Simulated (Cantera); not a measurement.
Input: 1 mol MgCO3, 1.8 mol O2, 0.11 mol H2O, at 1.00 bar.

These are equilibrium values from Cantera (NASA tables, ideal gas, pure condensed phases), not measurements of a reactor. Candidate condensed phases: C, C6H6, C7H8, C8H18, H2O, Mg, MgCO3, MgO, Mg(OH)2; 116 gas species. Rates play no part. All values below are at 1100 K.

Base state: O2 0.619, CO2 0.344, H2O 0.0378 (mole fractions); condensed: MgO(s).

Q: What changes in the equilibrium state with this change: MgCO3 replaced by MgO?

A: 
```tsv
species	before	after
O2	0.619	0.942
H2O	0.0378	0.0576
CO2	0.344	0
MgO(s), mol	1.00	1.00
```
